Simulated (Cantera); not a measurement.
Charge: 1 mol C₂F₆, 0.024 mol HCl, 0.34 mol F₂, at 37.0 mbar.

Method: chemical equilibrium by Gibbs-energy minimisation in Cantera with the NASA 1993 tables (ideal gas, pure condensed phases). Candidate condensed phases: C, C₆H₆, C₇H₈, C₈H₁₈; 135 gas species. Ions and electrons are included (thermal ionisation). The feed counts by its element totals alone. Gases not in the tables: C₂F₆ and larger saturated fluorocarbons. Rates play no part.

Q: Which condensed phases are stable at each of these points (T (°C)): 2227, 2727, 3227, 3727, 4227, 4727?

A: 
```csv
T (°C),condensed phases,C condensed (%)
2227,gas only,0.0
2727,C(graphite),25.7
3227,gas only,0.0
3727,gas only,0.0
4227,gas only,0.0
4727,gas only,0.0
```

At 2227 °C nothing is condensed. At 2727 °C the condensed part is C(graphite). From 3227 °C to 4727 °C nothing is condensed.
